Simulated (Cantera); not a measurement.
Cantera run:

```python
import numpy as np
import cantera as ct

gas_names = [...]  # 123 gases of nasa_gas.yaml made of C, H, O, S
cond_names = """
    C(gr) C6H6(L) C7H8(L) C8H18(L),n-octa H2O(s) H2O(L) H2SO4(L) S(cr1) S(cr2) S(L)
""".split()


# ... load() reads the species with a 1 bar reference pressure and builds the phases ...
atoms = {
    'CS2': {'C': 1, 'S': 2},
    'H2O': {'H': 2, 'O': 1},
}
top_T = {'C(gr)': 4500}  # K; cautious upper limits of use, not melting points


# ... equilibrate(T, P, feed) seeds the gas with the atoms and calls Mixture.equilibrate('TP', solver="vcs", rtol=1e-11, max_steps=5000) ...
results = []
feed = {'CS2': 1, 'H2O': 0.04}  # mol
P = 101325  # Pa
for T in [2150, 2200, 2250, 2300, 2350, 2400, 2450]:
    mix = equilibrate(T, P, feed)
    results.append((T, P, feed, dict(zip(mix.species_names, mix.species_moles))))

top = {s: max(r[3][s] / sum(r[3][g] for g in gas_names) for r in results) for s in gas_names}
cols = sorted((s for s in top if top[s] > 1e-05), key=lambda s: -top[s])[:6]
seen = [c for c in cond_names if any(r[3].get(c, 0) > 1e-12 for r in results)]
print("log10 of partial pressures in bar; condensed amounts in mol")
print(f"{'T/K':>10s}" + "".join(f"{s[:9]:>10s}" for s in cols + seen))
for T, P, feed, n in results:
    ng = sum(n[g] for g in gas_names)
    print(f"{T:10.4g}" + "".join(f"{np.log10(max(n[s] / ng * P / 1e5, 1e-99)):10.3f}" for s in cols)
          + "".join(f"{n.get(c, 0):10.4g}" for c in seen))
```

It prints:

```
log10 of partial pressures in bar; condensed amounts in mol
       T/K       CS2        CS        S2        CO        H2         S     C(gr)
      2150    -0.178    -0.977    -0.781    -1.451    -1.562    -2.491   0.09473
      2200    -0.195    -0.868    -0.792    -1.458    -1.568    -2.376   0.07555
      2250    -0.216    -0.767    -0.807    -1.467    -1.577    -2.269   0.05126
      2300    -0.242    -0.672    -0.827    -1.477    -1.589    -2.168   0.02114
      2350    -0.273    -0.599    -0.827    -1.487    -1.604    -2.063         0
      2400    -0.310    -0.552    -0.793    -1.495    -1.622    -1.945         0
      2450    -0.350    -0.510    -0.762    -1.503    -1.642    -1.833         0
```

Equilibrium computed with Cantera from the NASA thermochemical tables; the gas is ideal and each condensed phase is pure.
